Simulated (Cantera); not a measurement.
An adiabatic, constant-pressure homogeneous reactor starts with CH₄ : CO : O₂ : N₂ : H₂O = 1 : 0.15 : 4.72 : 47.2 : 2.8 (molar parts), equivalence ratio 0.44, at 1775 K and 1.00 bar. Integrator tolerance rtol = 1e-08.

Cantera simulation using GRI-Mech 3.0 (53 species, 325 reactions); the numbers are that mechanism's predictions, not measurements.

### Question
What does this change do: 3 parts H2 added?

### Answer
| quantity | before | after |
|---|---|---|
| time of steepest temperature rise | 0.213 ms | 29.7 µs |
| temperature at 8.00 s | 2146 K | 2398 K |
| equilibrium temperature | 2146 K | 2398 K |
| x(CH₄) at 8.00 s | <1e-12 (gas-phase equilibrium <1e-12) | <1e-12 (gas-phase equilibrium <1e-12) |
| x(CO) at 8.00 s | 0.000397 (gas-phase equilibrium 0.000397) | 0.00270 (gas-phase equilibrium 0.00270) |
| x(O₂) at 8.00 s | 0.0442 (gas-phase equilibrium 0.0442) | 0.0181 (gas-phase equilibrium 0.0181) |
| x(H) at 8.00 s | 7.49e-5 (gas-phase equilibrium 7.49e-5) | 0.000924 (gas-phase equilibrium 0.000924) |
| x(O) at 8.00 s | 0.000402 (gas-phase equilibrium 0.000402) | 0.00116 (gas-phase equilibrium 0.00116) |
| x(H₂O₂) at 8.00 s | 5.17e-8 (gas-phase equilibrium 5.17e-8) | 9.68e-8 (gas-phase equilibrium 9.68e-8) |
| x(C₂H₂) at 8.00 s | <1e-12 (gas-phase equilibrium <1e-12) | <1e-12 (gas-phase equilibrium <1e-12) |

### Question
What does this change do: O2 4.72 to 8.2 parts?

### Answer
| quantity | before | after |
|---|---|---|
| time of steepest temperature rise | 0.213 ms | 0.149 ms |
| temperature at 8.00 s | 2146 K | 2119 K |
| equilibrium temperature | 2146 K | 2119 K |
| x(CH₄) at 8.00 s | <1e-12 (gas-phase equilibrium <1e-12) | <1e-12 (gas-phase equilibrium <1e-12) |
| x(CO) at 8.00 s | 0.000397 (gas-phase equilibrium 0.000397) | 0.000208 (gas-phase equilibrium 0.000208) |
| x(O₂) at 8.00 s | 0.0442 (gas-phase equilibrium 0.0442) | 0.0989 (gas-phase equilibrium 0.0989) |
| x(H) at 8.00 s | 7.49e-5 (gas-phase equilibrium 7.49e-5) | 4.64e-5 (gas-phase equilibrium 4.64e-5) |
| x(O) at 8.00 s | 0.000402 (gas-phase equilibrium 0.000402) | 0.000503 (gas-phase equilibrium 0.000503) |
| x(H₂O₂) at 8.00 s | 5.17e-8 (gas-phase equilibrium 5.17e-8) | 6.74e-8 (gas-phase equilibrium 6.74e-8) |
| x(C₂H₂) at 8.00 s | <1e-12 (gas-phase equilibrium <1e-12) | <1e-12 (gas-phase equilibrium <1e-12) |
